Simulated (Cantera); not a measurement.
Charge: 1 mol HI, 1.5 mol O₂, at 520 Pa.

Equilibrium computed with Cantera from the NASA thermochemical tables; the gas is ideal and each condensed phase is pure. Candidate condensed phases: H₂O, I₂; 25 gas species. Ions and electrons are included (thermal ionisation). The numbers say what is thermodynamically allowed, not how fast it happens. All values below are at 4000 K.

Base state: O 0.599, I 0.200, H 0.200, O₂ 0.000841, OH 0.000435, H₂ 8.16e-5 (mole fractions); condensed: gas only.

Task: What changes in the equilibrium state with this change: O₂ from 1.5 to 0.081 mol?

Result: 
```csv
species,before,after
I,0.200,0.463
H,0.200,0.462
O,0.599,0.0748
O₂,0.000841,1.31e-5
H₂,8.16e-5,0.000436
```

Task: What changes in the equilibrium state with this change: O₂ from 1.5 to 0.019 mol?

Result: 
| species | before | after |
|---|---|---|
| I | 0.200 | 0.491 |
| H | 0.200 | 0.490 |
| O | 0.599 | 0.0186 |
| O₂ | 0.000841 | 8.14e-7 |
| OH | 0.000435 | 3.32e-5 |
